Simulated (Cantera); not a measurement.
A Cantera script and what it prints.

```python
import numpy as np
import cantera as ct

gas_names = """
    Ca
""".split()
cond_names = """
    CaS(s) S(cr1) S(cr2) S(L)
""".split()


# ... load() reads the species with a 1 bar reference pressure and builds the phases ...
species = {s.name: s for s in load("nasa_gas.yaml", gas_names) + load("nasa_condensed.yaml", cond_names)}
# Each term lists the table entries of one substance; the one whose range holds T is used.
reactions = {
    'CaS = Ca(g) + S':
        [(-1, ['CaS(s)']), (1, ['Ca']), (1, ['S(cr1)', 'S(cr2)', 'S(L)'])],
}


def pick(names, T):
    return next(species[n] for n in names if species[n].thermo.min_temp <= T <= species[n].thermo.max_temp)


results = []
for label, terms in reactions.items():
    print(label)
    print("     T/K   dH/kJ  dS/(J/K)   dG/kJ   log10 K")
    for T in [475, 575, 675, 775, 875, 975, 1075]:
        used = [(nu, pick(names, T)) for nu, names in terms]
        dH = sum(nu * s.thermo.h(T) for nu, s in used) / 1e6
        dS = sum(nu * s.thermo.s(T) for nu, s in used) / 1e3
        dG = dH - T * dS / 1e3
        logK = -dG * 1e6 / (ct.gas_constant * T * np.log(10))
        results.append((label, T, dH, dS, dG, logK, [s.name for _, s in used]))
        print(f"{T:8g} {dH:8.1f} {dS:8.1f} {dG:8.1f} {logK:8.2f}")
```

Result:

```
CaS = Ca(g) + S
     T/K   dH/kJ  dS/(J/K)   dG/kJ   log10 K
     475    653.6    136.7    588.7   -64.73
     575    654.6    138.6    574.9   -52.22
     675    654.9    139.1    561.0   -43.41
     775    654.8    138.9    547.1   -36.87
     875    654.7    138.9    533.2   -31.83
     975    654.8    139.0    519.3   -27.82
    1075    654.7    138.8    505.4   -24.56
```

Cantera with NASA thermochemical tables; ideal gases at 1 bar, condensed phases pure. Condensed species are held in their standard states even where they would react or evaporate.
